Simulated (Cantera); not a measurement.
What does this Cantera script print?

```python
import numpy as np
import cantera as ct

gas_names = """
    CL CL2 H HCL H2 Si SiCL SiCL2 SiCL3 SiCL4 SiH SiHCL3 SiH2 SiH2CL2 SiH3 SiH3CL SiH4 Si2 Si3
""".split()
cond_names = """
    Si(cr) Si(L)
""".split()


def load(file, names, dense=False):
    # The tables refer to 1 bar. Condensed volumes are neglected.
    table = {s.name: s for s in ct.Species.list_from_file(file)}
    out = []
    for n in names:
        d = dict(table[n].input_data)
        d["thermo"] = dict(d["thermo"], **{"reference-pressure": 1e5})
        if dense:
            d["equation-of-state"] = {"model": "constant-volume", "density": "1e6 g/cm^3"}
        out.append(ct.Species.from_dict(d))
    return out


gas = ct.Solution(thermo="ideal-gas", species=load("nasa_gas.yaml", gas_names))
cond = {s.name: ct.Solution(thermo="fixed-stoichiometry", species=[s], name=s.name)
        for s in load("nasa_condensed.yaml", cond_names, dense=True)}
atoms = {
    'Si': {'Si': 1},
    'HCl': {'H': 1, 'CL': 1},
    'H2': {'H': 2},
}
top_T = {}  # K; cautious upper limits of use, not melting points


def equilibrate(T, P, feed):
    n = {}
    for name, mol in feed.items():
        for a, k in atoms[name].items():
            n[a] = n.get(a, 0.0) + k * mol
    gas.TPX = T, P, n
    mass = sum(n.values()) * gas.mean_molecular_weight
    gas.equilibrate("TP")
    valid = [c for c in cond.values() if c.min_temp <= T <= top_T.get(c.name, c.max_temp)]
    mix = ct.Mixture([(gas, mass / gas.mean_molecular_weight)] + [(c, 0.0) for c in valid])
    mix.T, mix.P = T, P
    mix.equilibrate("TP", solver="vcs", rtol=1e-11, max_steps=5000)
    return mix


results = []
feed = {'Si': 1, 'HCl': 3.9, 'H2': 4.3}  # mol
P = 20000  # Pa
for T in [725, 775, 825, 875, 925, 975, 1025, 1075, 1125, 1175]:
    mix = equilibrate(T, P, feed)
    results.append((T, P, feed, dict(zip(mix.species_names, mix.species_moles))))

top = {s: max(r[3][s] / sum(r[3][g] for g in gas_names) for r in results) for s in gas_names}
cols = sorted((s for s in top if top[s] > 0.0001), key=lambda s: -top[s])[:6]
seen = [c for c in cond_names if any(r[3].get(c, 0) > 1e-12 for r in results)]
print("log10 of partial pressures in bar; condensed amounts in mol")
print(f"{'T/K':>10s}" + "".join(f"{s[:9]:>10s}" for s in cols + seen))
for T, P, feed, n in results:
    ng = sum(n[g] for g in gas_names)
    print(f"{T:10.4g}" + "".join(f"{np.log10(max(n[s] / ng * P / 1e5, 1e-99)):10.3f}" for s in cols)
          + "".join(f"{n.get(c, 0):10.4g}" for c in seen))
```

Output:

```
log10 of partial pressures in bar; condensed amounts in mol
       T/K        H2     SiCL4       HCL    SiHCL3     SiCL3     SiCL2    Si(cr)
       725    -0.765    -1.609    -3.381    -2.504    -6.006    -8.016         0
       775    -0.766    -1.615    -3.111    -2.459    -5.462    -7.157         0
       825    -0.767    -1.624    -2.894    -2.405    -4.969    -6.368         0
       875    -0.769    -1.635    -2.717    -2.347    -4.521    -5.645         0
       925    -0.771    -1.649    -2.570    -2.289    -4.117    -4.986         0
       975    -0.773    -1.666    -2.444    -2.238    -3.754    -4.390         0
      1025    -0.776    -1.685    -2.330    -2.196    -3.432    -3.859         0
      1075    -0.779    -1.708    -2.221    -2.172    -3.153    -3.398         0
      1125    -0.784    -1.732    -2.084    -2.192    -2.940    -3.058   0.01009
      1175    -0.790    -1.766    -1.957    -2.226    -2.761    -2.766   0.01944
```

These are equilibrium values from Cantera (NASA tables, ideal gas, pure condensed phases), not measurements of a reactor. The tables' values for SiCl3 are old estimates; treat these amounts as uncertain.
